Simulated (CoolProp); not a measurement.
Fluorine along the isotherm 77.6 K: fugacity coefficient from the reference equation and from simpler models built on Tc = 144.4 K, pc = 5240 kPa, ω = 0.045; each cubic takes its own stable root.

The numbers come from the reference Helmholtz-energy equation of state, de Reuck 1990 in CoolProp.

| p (kPa) | phase | reference |
|---|---|---|
| 41.4 | liquid | 0.9372 |
| 94.3 | liquid | 0.4123 |
| 215 | liquid | 0.1817 |
| 488 | liquid | 0.08087 |
| 1110 | liquid | 0.03640 |
| 2530 | liquid | 0.01685 |
| 5760 | liquid | 0.008361 |
| 13100 | liquid | 0.004839 |

Problem. How far does each simpler model (van der Waals, Soave-Redlich-Kwong) lie from the reference over these 8 states: mean and median of the absolute difference, and the worst?

Solution. 
- van der Waals: mean 389.3 %, median 470.3 %, worst +600.1 % at 77.6 K and 13100 kPa
- Soave-Redlich-Kwong: mean 1.4 %, median 1.5 %, worst +1.5 % at 77.6 K and 41.4 kPa

At some of these states van der Waals gives the other phase, because its saturation line lies elsewhere.
